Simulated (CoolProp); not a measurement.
Vapour-liquid equilibrium of R22 (1) + acetone (2) at 0.111 MPa; x and y are mole fractions of (1).

Model: multi-fluid Helmholtz-energy mixture model, Kamei 1995 and Lemmon 2006; pair parameters Bell 2016, in CoolProp.

Give the bubble temperature and the first vapour's composition at x = 0.425, 0.725, 0.8. Is there an azeotrope?

x = 0.425: -4.6 °C, y = 0.957; x = 0.725: -26.4 °C, y = 0.997; x = 0.8: -30.9 °C, y = 0.999. No azeotrope shows between x = 0.05 and 0.95.

Pair parameters are fitted to limited data, so mixtures are less certain than the pure fluids. With so large a gap from Raoult's law the liquid may split in two, which this calculation doesn't test in full.
